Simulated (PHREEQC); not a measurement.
**Metal-bearing waste water**

Dissolve 11.8 mmol/kgw Pb(NO3)2, 12 mmol/kgw MgSO4, 0.57 mmol/kgw NaHCO3 and 3.6 mmol/kgw NaCl at 25 °C. Closed to the air; pH follows from the charge balance.

Computed with PHREEQC (ion-association model, phreeqc.dat).

pH: 5.90
ionic strength: 0.0589 mol/kgw
density: 1.002 g/cm³
total alkalinity: 0.570 meq/kg

```tsv
species	molality	activity	log γ
NO3-	0.0227	0.0180	-0.100
Mg+2	0.00951	0.00442	-0.332
Pb+2	0.00634	0.00275	-0.362
SO4-2	0.00553	0.00243	-0.356
Na+	0.00412	0.00336	-0.089
PbSO4	0.00371	0.00376	0.006
Cl-	0.00325	0.00261	-0.095
MgSO4	0.00249	0.00252	0.006
PbNO3+	0.000904	0.000734	-0.091
PbCl+	0.000352	0.000286	-0.091
CO2	0.000186	0.000189	0.006
PbHCO3+	0.000180	0.000146	-0.091
PbCO3	0.000118	0.000120	0.006
Pb(SO4)2-2	0.000111	4.81e-5	-0.362
HCO3-	8.16e-5	6.69e-5	-0.087
PbOH+	5.26e-5	4.27e-5	-0.091
```

This is a speciation only: nothing precipitates in the calculation. Saturation is exceeded, for instance for Anglesite, Cerussite; the values hold only as long as no solid forms. Species that the database lacks are ignored.
